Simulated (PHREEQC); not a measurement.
A solution holds 0.062 mol/kgw HBr and 0.035 mol/kgw CaCl2, at 25 °C. Closed to the air; pH follows from the charge balance.

The numbers come from PHREEQC with the ion-association model, phreeqc.dat.

The ionic strength comes out as 0.167 mol/kgw. What activity coefficients do Ca+2, H+, Br-, Cl- get?

Ca+2 0.34, H+ 0.81, Br- 0.71, Cl- 0.73.

No solid was allowed to form.
